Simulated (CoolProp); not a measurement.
Properties of c-C4F8 (RC318) at several states (Tc = 115.2 °C, pc = 2.778 MPa, ω = 0.355).

Values from CoolProp's reference Helmholtz-energy equation of state, Platzer 1990. This equation is an older, rougher fit; its heat capacities, sound speeds and derivatives of the liquid may be far off and weren't checked against measurements.

| T (°C) | p (MPa) | phase | Z | conductivity (mW/(m K)) | Prandtl number |
|---|---|---|---|---|---|
| -5.35 | 0.769 | liquid | 0.04275 | 72.8 | 8.34 |
| 112.85 | 0.0404 | gas | 0.9951 | 18.1 | 0.750 |
| 190.55 | 0.0108 | gas | 0.9993 | 23.5 | 0.755 |
| -11.05 | 2.71 | liquid | 0.1513 | 74.8 | 9.08 |
| 16.15 | 1.12 | liquid | 0.06053 | 68.0 | 6.75 |

Viscosity comes from a separate model (Huber 2003), an estimate that may be off by 10 % or more. Thermal conductivity comes from a separate model (Huber 2003), an estimate that may be off by 10 % or more.
